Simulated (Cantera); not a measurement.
# Fluorocarbon and chlorocarbon gases: CH3Cl + H2 + HCl

Feed: 1 mol CH3Cl, 5.6 mol H2, 0.13 mol HCl, equilibrated at 2950 °C.

Cantera equilibrium calculation (NASA polynomials, part measured and part estimated; ideal gas, pure solids and liquids). Candidate condensed phases: C, C6H6, C7H8, C8H18; 91 gas species. Rates play no part.

From 1.00 Pa to 1.00 bar nothing is condensed. The main C-bearing gas is C at 1.00 Pa and C2H2 (acetylene) at 1.00 bar.

| P (Pa) | log p H | log p H2 | log p HCl | log p Cl | log p C | log p C2H2 (acetylene) | log p C3 |
|---|---|---|---|---|---|---|---|
| 1 | -5.06 | -9.07 | -10.00 | -6.16 | -6.22 | -15.58 | -10.89 |
| 6.80 | -4.23 | -7.41 | -8.34 | -5.33 | -5.39 | -12.26 | -8.41 |
| 46 | -3.40 | -5.75 | -6.67 | -4.50 | -4.63 | -9.08 | -6.13 |
| 320 | -2.56 | -4.07 | -4.99 | -3.65 | -4.10 | -6.34 | -4.53 |
| 2200 | -1.78 | -2.52 | -3.41 | -2.84 | -3.76 | -4.11 | -3.51 |
| 15000 | -1.15 | -1.25 | -2.07 | -2.14 | -3.56 | -2.45 | -2.93 |
| 100000 | -0.64 | -0.23 | -1.00 | -1.58 | -3.52 | -1.34 | -2.80 |
log p: log10 of the partial pressure in bar; nothing condenses.
